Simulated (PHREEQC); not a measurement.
Dissolve 2.6 mmol/kgw HF, 40 mmol/kgw NH3 and 0.98 mmol/kgw LiCl at 10 °C. Closed to the air; pH follows from the charge balance.

Computed with PHREEQC (ion-association model, wateq4f.dat).

```json
{
 "pH": "10.88",
 "ionic_strength": "0.00381 mol/kgw",
 "total_alkalinity": "37.4 meq/kg"
}
```

| species | molality | activity | log γ |
|---|---|---|---|
| NH3 | 0.0372 | 0.0372 | 0.000 |
| NH4+ | 0.00283 | 0.00265 | -0.028 |
| F- | 0.00260 | 0.00243 | -0.029 |
| Cl- | 0.000980 | 0.000917 | -0.029 |
| Li+ | 0.000980 | 0.000920 | -0.027 |
| OH- | 0.000235 | 0.000220 | -0.029 |

This is a speciation only: nothing precipitates in the calculation. Constants without temperature data keep their 25 °C values here.
